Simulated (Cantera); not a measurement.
Input (Python, Cantera):

```python
import numpy as np
import cantera as ct

gas = ct.Solution("h2o2.yaml")
gas.TPX = 1150, 140000, {'H2': 1, 'O2': 0.769, 'N2': 7.69}
reactor = ct.IdealGasConstPressureReactor(gas, energy="on", clone=False)
net = ct.ReactorNet([reactor])
net.rtol, net.atol = 1e-08, 1e-16
show = ['H2', 'O2', 'H', 'O', 'H2O', 'H2O2', 'HO2']
times = np.geomspace(1e-06, 0.1, 13)

steps = ct.SolutionArray(gas, extra=["t"])
rows = []
print(f"{'t/s':>10s}{'T/K':>9s}{'P/Pa':>11s}" + "".join(f"{s:>11s}" for s in show))
for t in times:
    while net.time < t:
        t_next = net.step()
        steps.append(gas.state, t=t_next)
    rows.append([np.interp(t, steps.t, y) for y in (steps.T, steps.P, *steps(*show).X.T)])
    print(f"{t:10.3e}{rows[-1][0]:9.1f}{rows[-1][1]:11.4g}" + "".join(f"{x:11.3e}" for x in rows[-1][2:]))
rate = np.gradient(steps.T, steps.t)
print("integrator steps:", len(steps.t))
if steps.T.max() > steps.T[0] + 200:
    print(f"time of steepest temperature rise: {steps.t[rate.argmax()]:.4e} s")
gas.TPX = 1150, 140000, {'H2': 1, 'O2': 0.769, 'N2': 7.69}
gas.equilibrate("HP")
print(f"equilibrium (HP): T = {gas.T:.1f} K  " + "  ".join(f"{s} {gas[s].X[0]:.3e}" for s in show))
```

Output:

```
       t/s      T/K       P/Pa         H2         O2          H          O        H2O       H2O2        HO2
 1.000e-06   1150.0    1.4e+05  1.057e-01  8.130e-02  2.942e-10  1.910e-11  1.563e-11  9.020e-14  3.199e-10
 2.610e-06   1150.0    1.4e+05  1.057e-01  8.130e-02  8.099e-10  9.764e-11  1.785e-10  6.372e-13  8.829e-10
 6.813e-06   1150.0    1.4e+05  1.057e-01  8.130e-02  2.971e-09  4.894e-10  1.991e-09  4.819e-12  2.739e-09
 1.778e-05   1150.0    1.4e+05  1.057e-01  8.130e-02  2.597e-08  4.703e-09  3.499e-08  5.117e-11  1.529e-08
 4.642e-05   1150.0    1.4e+05  1.057e-01  8.129e-02  3.530e-06  6.464e-07  5.750e-06  5.500e-09  1.553e-06
 1.212e-04   1623.0    1.4e+05  9.879e-03  3.273e-02  1.492e-02  7.651e-03  8.892e-02  1.202e-06  1.682e-05
 3.162e-04   1868.6    1.4e+05  2.030e-03  2.962e-02  8.883e-04  1.250e-03  1.070e-01  2.086e-07  4.904e-06
 8.254e-04   1903.4    1.4e+05  3.647e-04  2.968e-02  6.415e-05  2.198e-04  1.103e-01  7.226e-08  1.233e-06
 2.154e-03   1910.0    1.4e+05  1.039e-04  2.982e-02  9.871e-06  6.356e-05  1.110e-01  3.538e-08  5.717e-07
 5.623e-03   1910.8    1.4e+05  7.825e-05  2.984e-02  6.501e-06  4.815e-05  1.111e-01  3.101e-08  5.167e-07
 1.468e-02   1910.8    1.4e+05  7.798e-05  2.984e-02  6.468e-06  4.799e-05  1.111e-01  3.096e-08  5.161e-07
 3.831e-02   1910.8    1.4e+05  7.798e-05  2.984e-02  6.468e-06  4.799e-05  1.111e-01  3.096e-08  5.161e-07
 1.000e-01   1910.8    1.4e+05  7.798e-05  2.984e-02  6.468e-06  4.799e-05  1.111e-01  3.096e-08  5.161e-07
integrator steps: 1400
time of steepest temperature rise: 9.9010e-05 s
equilibrium (HP): T = 1910.8 K  H2 7.798e-05  O2 2.984e-02  H 6.468e-06  O 4.799e-05  H2O 1.111e-01  H2O2 3.096e-08  HO2 5.161e-07
```

Model: the H2/O2 subset of GRI-Mech 3.0, which has no nitrogen chemistry, integrated in Cantera.
